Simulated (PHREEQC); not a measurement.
A solution holds 0.057 mmol/kgw H4SiO4, at 25 °C. Closed to the air; pH follows from the charge balance.

Computed with PHREEQC (ion-association model, phreeqc.dat).

| Property | Result |
|---|---|
| pH | 6.87 |
| ionic strength | 1.36e-7 mol/kgw |

```csv
species,molality,activity,log γ
H4SiO4,5.69e-5,5.69e-5,0.000
H+,1.36e-7,1.36e-7,0.000
OH-,7.44e-8,7.44e-8,0.000
H3SiO4-,6.17e-8,6.17e-8,0.000
```

Precipitation was switched off in this run. Species that the database lacks are ignored.
